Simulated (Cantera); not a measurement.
A freely propagating, adiabatic, planar premixed flame of H2 : O2 : N2 = 1 : 0.781 : 2.89 (molar parts), equivalence ratio 0.64, unburnt at 498 K and 97.5 Torr; mixture-averaged transport, grid criteria slope 0.08 and curve 0.16, no radiation.

Computed with Cantera and the H2/O2 subset of GRI-Mech 3.0, which has no nitrogen chemistry. Burning velocities carry a grid error of a few per cent, more on coarse grids. Lean hydrogen flames are cellular in practice and burn faster than this planar one.

x: mole fraction of selected species; z is measured from the peak of heat release.

| z (mm) | T (K) | u (m/s) | x H2 | x O2 | x O | x HO2 | x H | x OH |
|---|---|---|---|---|---|---|---|---|
| -17.9 | 498 | 3.12 | 0.214 | 0.167 | <1e-8 | <1e-8 | <1e-8 | <1e-8 |
| -11.9 | 498 | 3.12 | 0.214 | 0.167 | <1e-8 | <1e-8 | <1e-8 | <1e-8 |
| -8.93 | 498 | 3.12 | 0.214 | 0.167 | <1e-8 | <1e-8 | <1e-8 | <1e-8 |
| -5.95 | 498 | 3.12 | 0.214 | 0.167 | <1e-8 | ___ | 1.35e-8 | <1e-8 |
| -2.98 | 507 | 3.17 | 0.211 | 0.167 | 5.15e-6 | ___ | 0.000108 | 3.40e-5 |
| -1.49 | 663 | 4.07 | 0.185 | 0.164 | 0.000152 | ___ | 0.00465 | 0.000404 |
| 0 | 1028 | 6.12 | 0.0928 | 0.131 | 0.00521 | ___ | 0.0316 | 0.00214 |
| 1.49 | 1296 | 7.64 | 0.0265 | 0.0846 | 0.0140 | ___ | 0.0442 | 0.00626 |
| 2.98 | 1422 | 8.33 | 0.0188 | 0.0756 | 0.0154 | ___ | 0.0377 | 0.00835 |
| 5.95 | 1557 | 9.05 | 0.0174 | 0.0723 | 0.0141 | ___ | 0.0275 | 0.0105 |
| 11.9 | 1693 | 9.75 | 0.0150 | 0.0697 | 0.0115 | ___ | 0.0178 | 0.0121 |
| 23.8 | 1820 | 10.4 | 0.0115 | 0.0678 | 0.00835 | ___ | 0.00992 | 0.0126 |
| 47.6 | 1925 | 10.9 | 0.00751 | 0.0667 | 0.00521 | ___ | 0.00456 | 0.0115 |

Complete the blanks.


- -5.95, x HO2: 1.81e-7
- -2.98, x HO2: 7.51e-5
- -1.49, x HO2: 4.77e-5
- 0, x HO2: 2.02e-5
- 1.49, x HO2: 1.07e-5
- 2.98, x HO2: 8.09e-6
- 5.95, x HO2: 6.22e-6
- 11.9, x HO2: 4.67e-6
- 23.8, x HO2: 3.32e-6
- 47.6, x HO2: 2.21e-6
